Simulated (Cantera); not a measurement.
**Gas activation for diamond growth**

A perfectly stirred reactor is fed with 1.49 % CH4, 87.9 % H2, 8.70 % H, 1.93 % N2, at 100.0 Torr; it is held at 2100 K, and followed from long to short residence time.

Computed with Cantera and GRI-Mech 3.0 (53 species, 325 reactions). GRI-Mech 3.0 stops at C3 and has no aromatics, soot or wall deposition, so with more carbon than oxygen in the feed, carbon stays in small species such as C2H2 where larger ones or solid carbon would form.

```
τ (s)      x CH4   x H2      x H    x C2H6   x C2H2   x C2H4    x CH2
------  --------  -----  -------  --------  -------  -------  -------
9.4     0.000202  0.964  0.00855  6.34e-10  0.00750  3.79e-6  4.21e-7
3.4     0.000307  0.964  0.00868   1.43e-9  0.00745  3.77e-6  6.56e-7
1.2     0.000480  0.963  0.00895   3.57e-9  0.00736  3.76e-6  1.09e-6
0.44    0.000727  0.963  0.00945   8.64e-9  0.00721  3.79e-6  1.82e-6
0.16     0.00105  0.961   0.0104   2.00e-8  0.00701  3.97e-6  3.16e-6
0.057    0.00141  0.959   0.0122   4.24e-8  0.00676  4.50e-6  5.76e-6
0.020    0.00167  0.956   0.0157   7.57e-8  0.00652  5.64e-6  1.11e-5
0.0074   0.00170  0.950   0.0218   1.07e-7  0.00637  7.33e-6  2.09e-5
0.0027   0.00162  0.941   0.0309   1.32e-7  0.00622  9.67e-6  3.81e-5
```
x: mole fraction; the columns are a selection and need not sum to one.
